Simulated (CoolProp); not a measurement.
Computed with CoolProp (reference Helmholtz-energy equation of state, Akasaka 2023).

### Question
For R1336mzz(E), give the phase and the cv (kJ/(kg K)), isothermal compressibility (1/MPa), fugacity coefficient at 136.85 °C and 3.8 MPa; 136.85 °C and 4.28 MPa.

### Answer
- 136.85 °C and 3.8 MPa: supercritical; cv 0.975, isothermal compressibility 0.173, fugacity coefficient 0.545
- 136.85 °C and 4.28 MPa: supercritical; cv 0.966, isothermal compressibility 0.0973, fugacity coefficient 0.498
